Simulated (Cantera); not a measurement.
A Cantera script and its output.

```python
import numpy as np
import cantera as ct

gas = ct.Solution("gri30.yaml")
gas.TPX = 648, 13332, {'CH4': 1, 'C2H6': 0.23, 'C3H8': 0.19, 'O2': 2.5, 'N2': 12.3, 'H2O': 0.74}
flame = ct.FreeFlame(gas, width=0.16)
flame.set_refine_criteria(ratio=3, slope=0.08, curve=0.16)
flame.transport_model = "mixture-averaged"
flame.solve(loglevel=0, auto=True)
flame.transport_model = "multicomponent"
flame.soret_enabled = False
flame.solve(loglevel=0, refine_grid=True)
z, T = flame.grid, flame.T
thick = (T[-1] - T[0]) / np.gradient(T, z).max()
show = ['CH4', 'C2H6', 'C3H8', 'O', 'C2H4', 'HCN']
print(f"laminar burning velocity  {flame.velocity[0] * 100:.3f} cm/s")
print(f"burnt temperature         {T[-1]:.1f} K")
print(f"thermal thickness         {thick * 1e3:.4f} mm")
print(f"grid points               {len(z)}")
z0 = z[flame.heat_release_rate.argmax()]
print(f"{'z/mm':>9s}{'T/K':>9s}{'u/(m/s)':>9s}" + "".join(f"{s:>11s}" for s in show))
rows = []
for k in (-3, -2, -1.5, -1, -0.5, -0.25, 0, 0.25, 0.5, 1, 2, 4, 8):
    zz = z0 + k * thick
    rows.append([k * thick, np.interp(zz, z, T), np.interp(zz, z, flame.velocity),
                 *(np.interp(zz, z, flame.X[gas.species_index(s)]) for s in show)])
    print(f"{rows[-1][0] * 1e3:9.3f}{rows[-1][1]:9.1f}{rows[-1][2]:9.3f}" + "".join(f"{x:11.3e}" for x in rows[-1][3:]))
```

Result:

```
laminar burning velocity  71.315 cm/s
burnt temperature         1884.7 K
thermal thickness         3.8569 mm
grid points               126
     z/mm      T/K  u/(m/s)        CH4       C2H6       C3H8          O       C2H4        HCN
  -11.571    649.1    0.718  5.861e-02  1.349e-02  1.115e-02  8.502e-13  2.898e-06  1.933e-09
   -7.714    654.1    0.728  5.806e-02  1.341e-02  1.108e-02  4.756e-11  2.193e-05  1.464e-08
   -5.785    669.9    0.751  5.708e-02  1.327e-02  1.099e-02  1.047e-09  1.059e-04  7.112e-08
   -3.857    750.0    0.852  5.342e-02  1.269e-02  1.056e-02  3.825e-08  7.604e-04  5.321e-07
   -1.928   1072.1    1.253  3.931e-02  9.079e-03  6.637e-03  2.691e-06  4.468e-03  3.894e-06
   -0.964   1364.0    1.629  2.479e-02  3.974e-03  1.768e-03  3.196e-05  6.166e-03  8.989e-06
    0.000   1636.3    1.984  9.109e-03  3.578e-04  3.354e-05  1.374e-04  2.587e-03  1.851e-05
    0.964   1782.2    2.169  1.884e-03  8.369e-06  2.558e-08  1.890e-04  3.237e-04  3.003e-05
    1.928   1834.0    2.231  3.566e-04  3.123e-07  2.879e-11  1.465e-04  2.402e-05  3.498e-05
    3.857   1858.4    2.256  2.441e-05  1.840e-09  1.294e-14  9.208e-05  1.652e-07  3.188e-05
    7.714   1866.2    2.261  1.120e-06  4.230e-12  5.130e-18  7.548e-05  2.227e-09  2.098e-05
   15.427   1870.5    2.265  1.992e-08  1.511e-15 -2.929e-18  6.453e-05  3.445e-11  9.263e-06
   30.855   1876.0    2.270  6.266e-11  4.084e-19  6.499e-20  5.054e-05  9.718e-14  2.446e-06
```

Computed with Cantera and GRI-Mech 3.0 (53 species, 325 reactions). GRI-Mech 3.0 was tuned for natural gas; its chemistry of propane as a main component is partial and can be far from experiment. Burning velocities carry a grid error of a few per cent, more on coarse grids.
